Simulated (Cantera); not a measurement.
Input: 1 mol Al, 1.2 mol HCl, at 675 °C and 10000 Pa.

Cantera equilibrium calculation (NASA polynomials, part measured and part estimated; ideal gas, pure solids and liquids). Candidate condensed phases: Al, AlCl3; 12 gas species. The tables' values for AlCl2 are old estimates; treat these amounts as uncertain. Equilibrium is a limit: real reactors are often held back by kinetics, nucleation or transport.

Base state: H2 0.598, AlCl3 0.387, AlCl 0.00775, AlCl2 0.00369, Al2Cl6 0.00319, HCl 3.88e-5 (mole fractions); condensed: Al(l).

Question: What changes in the equilibrium state with this change: HCl from 1.2 to 19 mol?

Answer: 
```
species      before    after
----------  -------  -------
HCl         3.88e-5    0.865
H2            0.598   0.0811
AlCl3         0.387   0.0539
AlCl        0.00775    <1e-9
AlCl2       0.00369  8.48e-9
Al2Cl6      0.00319  6.19e-5
Al(l), mol    0.594        0
```
